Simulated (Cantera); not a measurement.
A perfectly stirred reactor is fed with CH4 : C2H6 : C3H8 : O2 : N2 = 1 : 0.035 : 1.2 : 13.8 : 51.8 (molar parts), at 1000000 Pa; it is adiabatic with a 725 K inlet, and is followed from long to short residence time, starting on the burning branch (τ in s: 0.053, 0.024, 0.011, 0.0048, 0.0021, 0.00095, 0.00042, 0.00019, 8.5e-05, 3.8e-05, 1.7e-05, 7.6e-06).

Detailed kinetics in Cantera: GRI-Mech 3.0 (53 species, 325 reactions). GRI-Mech 3.0 was tuned for natural gas; its chemistry of propane as a main component is partial and can be far from experiment.

Question: Predict: blow-out, bracketed by the residence times tried; x(CH4) at τ = 53.0 ms; x(C2H6) at τ = 53.0 ms; x(C3H8) at τ = 53.0 ms; x(HCO) at τ = 53.0 ms; x(CO2) at τ = 53.0 ms; x(CH4) at τ = 0.420 ms; x(C2H6) at τ = 0.420 ms; x(C3H8) at τ = 0.420 ms; x(HCO) at τ = 0.420 ms; x(CO2) at τ = 0.420 ms.

Answer: 
* **blow-out, bracketed by the residence times tried**: burning at 38.0 µs, out at 17.0 µs
* **x(CH4) at τ = 53.0 ms**: 6.47e-7
* **x(C2H6) at τ = 53.0 ms**: 3.72e-9
* **x(C3H8) at τ = 53.0 ms**: 1.11e-7
* **x(HCO) at τ = 53.0 ms**: 2.42e-9
* **x(CO2) at τ = 53.0 ms**: 0.0674
* **x(CH4) at τ = 0.420 ms**: 2.71e-5
* **x(C2H6) at τ = 0.420 ms**: 2.30e-7
* **x(C3H8) at τ = 0.420 ms**: 7.28e-6
* **x(HCO) at τ = 0.420 ms**: 3.39e-7
* **x(CO2) at τ = 0.420 ms**: 0.0644
